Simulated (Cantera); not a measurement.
Source: NASA polynomial tables (part measured, part estimated), evaluated in Cantera. Values are per mole of reaction as written; species without (g) are pure solids or liquids, kept so even where they would boil at 1 bar.

0.8 Ta + O2(g) ⇌ 0.4 Ta2O5

| T (K) | ΔH° (kJ) | ΔS° (J/K) | ΔG° (kJ) | log10 K |
|---|---|---|---|---|
| 1425 | -803.0 | -162.0 | -572.1 | 20.97 |
| 1475 | [?] | [?] | [?] | [?] |
| 1525 | -801.3 | -160.9 | -556.0 | 19.04 |
| 1575 | [?] | [?] | [?] | [?] |
| 1625 | -799.6 | -159.8 | -539.9 | 17.36 |
| 1675 | -798.7 | -159.3 | -532.0 | 16.59 |
| 1725 | -797.9 | -158.8 | -524.0 | 15.87 |
| 1775 | -797.0 | -158.3 | -516.1 | 15.19 |

Question: Some entries are withheld; supply them.

Answer: 
- 1475, ΔH° (kJ): -802.1
- 1475, ΔS° (J/K): -161.4
- 1475, ΔG° (kJ): -564.0
- 1475, log10 K: 19.97
- 1575, ΔH° (kJ): -800.4
- 1575, ΔS° (J/K): -160.3
- 1575, ΔG° (kJ): -547.9
- 1575, log10 K: 18.17
